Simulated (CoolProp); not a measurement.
Vapour-liquid equilibrium of CH2F2 (R32) (1) + R1234yf (2) at 0.0411 MPa; x and y are mole fractions of (1).

Values from CoolProp's multi-fluid Helmholtz-energy mixture model, Tillner-Roth 1997 and Lemmon 2022; pair parameters Bell 2023.

```tsv
x	bubble temperature, mixture model (K)	bubble temperature, Raoult's law (K)	y, mixture model	y, Raoult's law
0.05	221.7	223.3	0.203	0.135
0.2	214.7	218.8	0.539	0.429
0.35	210.8	215.3	0.690	0.622
0.5	208.5	212.4	0.773	0.756
0.65	207.1	209.9	0.829	0.853
0.8	206.1	207.7	0.884	0.927
0.95	205.4	205.9	0.962	0.984
```

The largest gap from Raoult's law is -4.5 K in bubble temperature, at x = 0.35. No azeotrope shows between x = 0.05 and 0.95.

Pair parameters are fitted to limited data, so mixtures are less certain than the pure fluids.
